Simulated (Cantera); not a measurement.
A Cantera script and its output.

```python
import numpy as np
import cantera as ct

gas = ct.Solution("gri30.yaml")
gas.TPX = 1650, 13332, {'NO': 1, 'N2': 0.18}
reactor = ct.IdealGasConstPressureReactor(gas, energy="off", clone=False)
net = ct.ReactorNet([reactor])
net.rtol, net.atol = 1e-08, 1e-18
show = ['NO', 'N2O', 'NO2', 'O2', 'N2', 'O']
times = np.geomspace(3e-05, 200, 9)

steps = ct.SolutionArray(gas, extra=["t"])
rows = []
print(f"{'t/s':>10s}{'T/K':>9s}{'P/Pa':>11s}" + "".join(f"{s:>11s}" for s in show))
for t in times:
    while net.time < t:
        t_next = net.step()
        steps.append(gas.state, t=t_next)
    rows.append([np.interp(t, steps.t, y) for y in (steps.T, steps.P, *steps(*show).X.T)])
    print(f"{t:10.3e}{rows[-1][0]:9.1f}{rows[-1][1]:11.4g}" + "".join(f"{x:11.3e}" for x in rows[-1][2:]))
rate = np.gradient(steps.T, steps.t)
print("integrator steps:", len(steps.t))
if steps.T.max() > steps.T[0] + 200:
    print(f"time of steepest temperature rise: {steps.t[rate.argmax()]:.4e} s")
gas.TPX = 1650, 13332, {'NO': 1, 'N2': 0.18}
gas.equilibrate("TP")
print(f"equilibrium (TP): T = {gas.T:.1f} K  " + "  ".join(f"{s} {gas[s].X[0]:.3e}" for s in show))
```

It prints:

```
       t/s      T/K       P/Pa         NO        N2O        NO2         O2         N2          O
 3.000e-05   1650.0  1.333e+04  8.475e-01  1.533e-07  5.554e-09  4.989e-11  1.525e-01  1.479e-07
 2.139e-04   1650.0  1.333e+04  8.475e-01  1.091e-06  2.430e-07  2.245e-09  1.525e-01  8.524e-07
 1.524e-03   1650.0  1.333e+04  8.474e-01  7.679e-06  5.677e-06  8.249e-08  1.525e-01  2.172e-06
 1.087e-02   1650.0  1.333e+04  8.473e-01  5.003e-05  5.047e-05  4.127e-06  1.526e-01  3.619e-06
 7.746e-02   1650.0  1.333e+04  8.466e-01  2.022e-04  1.614e-04  2.182e-04  1.528e-01  6.718e-06
 5.522e-01   1650.0  1.333e+04  8.417e-01  2.531e-04  2.021e-04  2.638e-03  1.552e-01  8.106e-06
 3.936e+00   1650.0  1.333e+04  8.077e-01  2.292e-04  3.387e-04  1.952e-02  1.722e-01  1.254e-05
 2.806e+01   1650.0  1.333e+04  6.212e-01  1.295e-04  5.820e-04  1.126e-01  2.655e-01  2.517e-05
 2.000e+02   1650.0  1.333e+04  2.027e-01  1.310e-05  3.225e-04  3.221e-01  4.748e-01  4.081e-05
integrator steps: 960
equilibrium (TP): T = 1650.0 K  NO 2.900e-03  N2O 5.338e-08  NO2 5.299e-06  O2 4.222e-01  N2 5.748e-01  O 4.637e-05
```

Cantera simulation using GRI-Mech 3.0 (53 species, 325 reactions); the numbers are that mechanism's predictions, not measurements.
